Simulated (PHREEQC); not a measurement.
Solution (20 °C): 81 mmol/kgw HNO3 and 0.0094 mmol/kgw H4SiO4. Closed to the air; pH follows from the charge balance.

Model: ion-association model, wateq4f.dat, run in PHREEQC.

Each row changes one thing in this solution. Precipitation was switched off in this run.

| case | pH | ionic strength (mol/kgw) | SI of Quartz (SiO2) |
|---|---|---|---|
| as made | 1.17 | 0.0810 | -0.96 |
| 0.0068 mol/kgw CsF added | 1.21 | 0.0811 | -2.24 |
| diluted 10-fold with water | 2.13 | 0.00810 | -1.97 |
| HNO3 left out | 7.05 | 8.92e-8 | -0.97 |
| HNO3 replaced by AgNO3 at the same molality | 6.61 | 0.0791 | -0.96 |
| H4SiO4 from 9.4e-06 to 1.03e-05 mol/kgw | 1.17 | 0.0810 | -0.92 |

SiF6-2 is the database's only silicon fluoride.
